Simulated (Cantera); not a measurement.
Gas-phase reforming

An isothermal, constant-pressure homogeneous reactor starts with 28.8 % CH₄, 63.4 % H₂O, 7.78 % H₂, at 1273 K and 28000 Pa.

Model: GRI-Mech 3.0 (53 species, 325 reactions), integrated in Cantera.

```json
[
 {"t (s)": "8.00e-6", "x CH₄": "0.288", "x H₂O": "0.634", "x H₂": "0.0778", "x H₂O₂": "<1e-12", "x HCO": "<1e-12", "x C₂H": "<1e-12"},
 {"t (s)": "3.31e-5", "x CH₄": "0.288", "x H₂O": "0.634", "x H₂": "0.0778", "x H₂O₂": "<1e-12", "x HCO": "<1e-12", "x C₂H": "<1e-12"},
 {"t (s)": "0.000137", "x CH₄": "0.288", "x H₂O": "0.634", "x H₂": "0.0778", "x H₂O₂": "<1e-12", "x HCO": "<1e-12", "x C₂H": "<1e-12"},
 {"t (s)": "0.000566", "x CH₄": "0.288", "x H₂O": "0.634", "x H₂": "0.0778", "x H₂O₂": "<1e-12", "x HCO": "<1e-12", "x C₂H": "<1e-12"},
 {"t (s)": "0.00234", "x CH₄": "0.288", "x H₂O": "0.634", "x H₂": "0.0778", "x H₂O₂": "<1e-12", "x HCO": "<1e-12", "x C₂H": "<1e-12"},
 {"t (s)": "0.00967", "x CH₄": "0.288", "x H₂O": "0.634", "x H₂": "0.0778", "x H₂O₂": "<1e-12", "x HCO": "<1e-12", "x C₂H": "<1e-12"},
 {"t (s)": "0.0400", "x CH₄": "0.288", "x H₂O": "0.634", "x H₂": "0.0778", "x H₂O₂": "<1e-12", "x HCO": "<1e-12", "x C₂H": "<1e-12"},
 {"t (s)": "0.165", "x CH₄": "0.288", "x H₂O": "0.634", "x H₂": "0.0779", "x H₂O₂": "<1e-12", "x HCO": "<1e-12", "x C₂H": "<1e-12"},
 {"t (s)": "0.684", "x CH₄": "0.288", "x H₂O": "0.634", "x H₂": "0.0782", "x H₂O₂": "<1e-12", "x HCO": "<1e-12", "x C₂H": "<1e-12"},
 {"t (s)": "2.83", "x CH₄": "0.286", "x H₂O": "0.633", "x H₂": "0.0801", "x H₂O₂": "<1e-12", "x HCO": "<1e-12", "x C₂H": "<1e-12"},
 {"t (s)": "11.7", "x CH₄": "0.277", "x H₂O": "0.629", "x H₂": "0.0891", "x H₂O₂": "<1e-12", "x HCO": "<1e-12", "x C₂H": "2.00e-12"},
 {"t (s)": "48.4", "x CH₄": "0.247", "x H₂O": "0.614", "x H₂": "0.122", "x H₂O₂": "<1e-12", "x HCO": "1.02e-12", "x C₂H": "8.30e-12"},
 {"t (s)": "200", "x CH₄": "0.173", "x H₂O": "0.569", "x H₂": "0.210", "x H₂O₂": "<1e-12", "x HCO": "3.22e-12", "x C₂H": "2.38e-11"}
]
```
x: mole fraction; the columns are a selection and need not sum to one.

Equilibrium at this temperature and pressure: CH₄ 1.70e-6, H₂O 0.191, H₂ 0.626, H₂O₂ <1e-12, HCO 2.16e-10, C₂H <1e-12 (gas phase only).
